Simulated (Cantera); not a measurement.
Input: 1 mol c-C₄F₈, 0.054 mol HCl, 6.3 mol H₂, equilibrated at 823 K and 0.950 bar.

Method: chemical equilibrium by Gibbs-energy minimisation in Cantera with the NASA 1993 tables (ideal gas, pure condensed phases). Candidate condensed phases: C, C₆H₆, C₇H₈, C₈H₁₈; 118 gas species. The feed counts by its element totals alone. Rates play no part.

### Question
What is the equilibrium state?

### Answer
| Property | Value |
|---|---|
| x(HF) | 0.793 |
| x(H₂) | 0.174 |
| x(CH₄) | 0.0269 |
| x(HCl) | 0.00536 |
| x(H₂F₂) | 5.03e-5 |
| n(C(graphite)) | 3.73 mol |
| gas amount | 10.08 mol |
